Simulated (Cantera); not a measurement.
A Cantera script and its output.

```python
import numpy as np
import cantera as ct

gas = ct.Solution("h2o2.yaml")
gas.TPX = 998, 1333, {'H2': 0.12, 'O2': 1, 'N2': 0.18, 'H2O': 0.092}
reactor = ct.IdealGasConstPressureReactor(gas, energy="off", clone=False)
net = ct.ReactorNet([reactor])
net.rtol, net.atol = 1e-08, 1e-18
show = ['H2', 'O2', 'HO2', 'H2O', 'H', 'H2O2', 'O']
times = np.geomspace(1e-05, 50, 12)

steps = ct.SolutionArray(gas, extra=["t"])
rows = []
print(f"{'t/s':>10s}{'T/K':>9s}{'P/Pa':>11s}" + "".join(f"{s:>11s}" for s in show))
for t in times:
    while net.time < t:
        t_next = net.step()
        steps.append(gas.state, t=t_next)
    rows.append([np.interp(t, steps.t, y) for y in (steps.T, steps.P, *steps(*show).X.T)])
    print(f"{t:10.3e}{rows[-1][0]:9.1f}{rows[-1][1]:11.4g}" + "".join(f"{x:11.3e}" for x in rows[-1][2:]))
rate = np.gradient(steps.T, steps.t)
print("integrator steps:", len(steps.t))
if steps.T.max() > steps.T[0] + 200:
    print(f"time of steepest temperature rise: {steps.t[rate.argmax()]:.4e} s")
gas.TPX = 998, 1333, {'H2': 0.12, 'O2': 1, 'N2': 0.18, 'H2O': 0.092}
gas.equilibrate("TP")
print(f"equilibrium (TP): T = {gas.T:.1f} K  " + "  ".join(f"{s} {gas[s].X[0]:.3e}" for s in show))
```

Output:

```
       t/s      T/K       P/Pa         H2         O2        HO2        H2O          H       H2O2          O
 1.000e-05    998.0       1333  8.621e-02  7.184e-01  5.699e-12  6.609e-02  5.539e-12  2.468e-17  1.531e-13
 4.064e-05    998.0       1333  8.621e-02  7.184e-01  2.321e-11  6.609e-02  2.122e-11  4.088e-16  2.352e-12
 1.652e-04    998.0       1333  8.621e-02  7.184e-01  9.509e-11  6.609e-02  8.348e-11  6.773e-15  3.257e-11
 6.714e-04    998.0       1333  8.621e-02  7.184e-01  4.090e-10  6.609e-02  7.927e-10  1.152e-13  6.296e-10
 2.729e-03    998.0       1333  8.620e-02  7.184e-01  5.076e-08  6.609e-02  1.164e-06  1.401e-11  1.004e-06
 1.109e-02    998.0       1333  3.380e-03  6.888e-01  1.173e-05  1.445e-01  1.359e-02  2.877e-07  1.461e-02
 4.508e-02    998.0       1333  2.378e-04  7.046e-01  5.931e-06  1.584e-01  1.996e-04  2.804e-07  1.027e-03
 1.832e-01    998.0       1333  1.125e-05  7.056e-01  9.084e-07  1.591e-01  2.153e-06  1.188e-07  5.087e-05
 7.447e-01    998.0       1333  8.072e-07  7.057e-01  1.147e-07  1.591e-01  6.156e-08  3.611e-08  4.748e-06
 3.027e+00    998.0       1333  1.019e-07  7.057e-01  1.932e-08  1.592e-01  3.636e-09  1.088e-08  7.225e-07
 1.230e+01    998.0       1333  1.816e-08  7.057e-01  4.027e-09  1.592e-01  3.093e-10  3.206e-09  1.401e-07
 5.000e+01    998.0       1333  3.799e-09  7.057e-01  1.064e-09  1.592e-01  3.130e-11  8.937e-10  3.045e-08
integrator steps: 2033
equilibrium (TP): T = 998.0 K  H2 1.360e-10  O2 7.057e-01  HO2 9.594e-10  H2O 1.592e-01  H 2.187e-13  H2O2 4.237e-11  O 1.083e-09
```

Cantera simulation using the H2/O2 subset of GRI-Mech 3.0, which has no nitrogen chemistry; the numbers are that mechanism's predictions, not measurements. Radical loss at walls, strong at low pressure, is not modelled. The temperature is held fixed by assumption; the heat of reaction is taken as removed at once.
